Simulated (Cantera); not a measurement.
What does this Cantera script print?

```python
import numpy as np
import cantera as ct

gas_names = """
    Fe FeO O O2 O3 S SO SO2 SO3 S2 S2O S8
""".split()
cond_names = """
    Fe(a) Fe(c) Fe(d) Fe(L) FeO(s) FeO(L) FeS(a) FeS(b) FeS(c) FeS(L) FeSO4(s) FeS2(s) Fe2O3(s)
    Fe2S3O12(s) Fe3O4(s) S(cr1) S(cr2) S(L)
""".split()


# ... load() reads the species with a 1 bar reference pressure and builds the phases ...
atoms = {
    'FeS': {'Fe': 1, 'S': 1},
    'SO2': {'S': 1, 'O': 2},
    'O2': {'O': 2},
}
top_T = {'FeSO4(s)': 950, 'FeS2(s)': 1010, 'Fe2O3(s)': 1830, 'Fe2S3O12(s)': 1100, 'Fe3O4(s)': 1870}  # K; cautious upper limits of use, not melting points


# ... equilibrate(T, P, feed) seeds the gas with the atoms and calls Mixture.equilibrate('TP', solver="vcs", rtol=1e-11, max_steps=5000) ...
results = []
T = 1448.15  # K
P = 1000  # Pa
for m in [0.093, 0.16, 0.29, 0.51, 0.9, 1.6, 2.8, 4.9]:
    feed = {'FeS': 1, 'SO2': m, 'O2': 0.035}  # mol
    mix = equilibrate(T, P, feed)
    results.append((T, P, feed, dict(zip(mix.species_names, mix.species_moles))))

top = {s: max(r[3][s] / sum(r[3][g] for g in gas_names) for r in results) for s in gas_names}
cols = sorted((s for s in top if top[s] > 1e-05), key=lambda s: -top[s])[:7]
seen = [c for c in cond_names if any(r[3].get(c, 0) > 1e-12 for r in results)]
print("log10 of partial pressures in bar; condensed amounts in mol")
print(f"{'n(SO2)':>10s}" + "".join(f"{s[:9]:>10s}" for s in cols + seen))
for T, P, feed, n in results:
    ng = sum(n[g] for g in gas_names)
    print(f"{feed['SO2']:10.4g}" + "".join(f"{np.log10(max(n[s] / ng * P / 1e5, 1e-99)):10.3f}" for s in cols)
          + "".join(f"{n.get(c, 0):10.4g}" for c in seen))
```

Result:

```
log10 of partial pressures in bar; condensed amounts in mol
    n(SO2)       SO2        S2        SO       S2O         S    FeO(s)    FeS(c)
     0.093    -2.206    -2.444    -3.931    -4.232    -5.883   0.08836    0.9116
      0.16    -2.206    -2.444    -3.931    -4.232    -5.883    0.1258    0.8742
      0.29    -2.206    -2.444    -3.931    -4.232    -5.883    0.1985    0.8015
      0.51    -2.206    -2.444    -3.931    -4.232    -5.883    0.3215    0.6785
       0.9    -2.206    -2.444    -3.931    -4.232    -5.883    0.5395    0.4605
       1.6    -2.206    -2.444    -3.931    -4.232    -5.883    0.9308   0.06921
       2.8    -2.124    -2.635    -3.938    -4.334    -5.978         1         0
       4.9    -2.071    -2.866    -3.969    -4.481    -6.094         1         0
```

Method: chemical equilibrium by Gibbs-energy minimisation in Cantera with the NASA 1993 tables (ideal gas, pure condensed phases). Metal and sulfide melt together well below either melting point, which pure phases cannot show. Mutual solubility and eutectic melting of coexisting phases are not modelled. The tables' stoichiometric FeO is somewhat more stable than real wüstite, so its field is too wide. FeO, FeS: taken at fixed stoichiometry.
